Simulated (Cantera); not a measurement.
Charge: 1 mol S, 0.054 mol H2, equilibrated at 1 atm.

Equilibrium computed with Cantera from the NASA thermochemical tables; the gas is ideal and each condensed phase is pure. Candidate condensed phases: S; 7 gas species. Equilibrium is a limit: real reactors are often held back by kinetics, nucleation or transport. All values below are at 1875 K.

Base state: S2 0.894, H2 0.0518, H2S 0.0418, SH 0.0114, S 0.00125, H 0.000148 (mole fractions); condensed: gas only.

Task: What changes in the equilibrium state with this change: H2 from 0.054 to 0.037 mol?

Result: 
| species | before | after |
|---|---|---|
| S2 | 0.894 | 0.924 |
| H2 | 0.0518 | 0.0357 |
| H2S | 0.0418 | 0.0293 |
| SH | 0.0114 | 0.00965 |
| H | 0.000148 | 0.000123 |
| S | 0.00125 | 0.00127 |
